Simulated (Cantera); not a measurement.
Input (Python, Cantera) and output of one run.

```python
import numpy as np
import cantera as ct

gas_names = [...]  # 56 gases of nasa_gas.yaml made of B, Cl, F, H, O
cond_names = """
    B(b) B(L) B2O3(L) B3O3H3(cr) H2O(s) H2O(L)
""".split()


# ... load() reads the species with a 1 bar reference pressure and builds the phases ...
atoms = {
    'B2O3': {'B': 2, 'O': 3},
    'F2': {'F': 2},
    'H2': {'H': 2},
    'HCl': {'H': 1, 'CL': 1},
}
top_T = {}  # K; cautious upper limits of use, not melting points


# ... equilibrate(T, P, feed) seeds the gas with the atoms and calls Mixture.equilibrate('TP', solver="vcs", rtol=1e-11, max_steps=5000) ...
results = []
feed = {'B2O3': 1, 'F2': 0.6, 'H2': 0.73, 'HCl': 1.2}  # mol
P = 13332.2  # Pa
for T in [900, 1000, 1100, 1200, 1300, 1400, 1500, 1600, 1700, 1800, 1900]:
    mix = equilibrate(T, P, feed)
    results.append((T, P, feed, dict(zip(mix.species_names, mix.species_moles))))

top = {s: max(r[3][s] / sum(r[3][g] for g in gas_names) for r in results) for s in gas_names}
cols = sorted((s for s in top if top[s] > 1e-06), key=lambda s: -top[s])[:8]
seen = [c for c in cond_names if any(r[3].get(c, 0) > 1e-12 for r in results)]
print("log10 of partial pressures in bar; condensed amounts in mol")
print(f"{'T/K':>10s}" + "".join(f"{s[:9]:>10s}" for s in cols + seen))
for T, P, feed, n in results:
    ng = sum(n[g] for g in gas_names)
    print(f"{T:10.4g}" + "".join(f"{np.log10(max(n[s] / ng * P / 1e5, 1e-99)):10.3f}" for s in cols)
          + "".join(f"{n.get(c, 0):10.4g}" for c in seen))
```

Result:

```
log10 of partial pressures in bar; condensed amounts in mol
       T/K       HCL       BOF        HF       H2O      HBO2       BF3        H2      B2O3   B2O3(L)
       900    -1.170    -6.004    -1.871    -1.573    -6.384    -1.781    -2.136   -13.795     0.808
      1000    -1.172    -4.922    -1.767    -1.604    -5.383    -1.821    -2.138   -11.475    0.8193
      1100    -1.175    -4.046    -1.687    -1.637    -4.577    -1.861    -2.140    -9.592    0.8296
      1200    -1.178    -3.323    -1.624    -1.673    -3.917    -1.905    -2.143    -8.036    0.8373
      1300    -1.183    -2.722    -1.580    -1.712    -3.368    -1.960    -2.148    -6.730    0.8362
      1400    -1.194    -2.224    -1.561    -1.755    -2.907    -2.052    -2.159    -5.619    0.8124
      1500    -1.218    -1.832    -1.585    -1.803    -2.517    -2.241    -2.183    -4.664    0.7406
      1600    -1.254    -1.568    -1.683    -1.847    -2.180    -2.637    -2.218    -3.834    0.5981
      1700    -1.291    -1.440    -1.878    -1.898    -1.891    -3.296    -2.253    -3.107    0.3969
      1800    -1.332    -1.400    -2.159    -2.017    -1.674    -4.097    -2.288    -2.465     0.129
      1900    -1.353    -1.402    -2.256    -2.078    -1.629    -4.586    -2.300    -2.233         0
```

Equilibrium computed with Cantera from the NASA thermochemical tables; the gas is ideal and each condensed phase is pure. The tables' values for BOCl, BF2 are old estimates; treat these amounts as uncertain. Gases not in the tables: H3BO3.
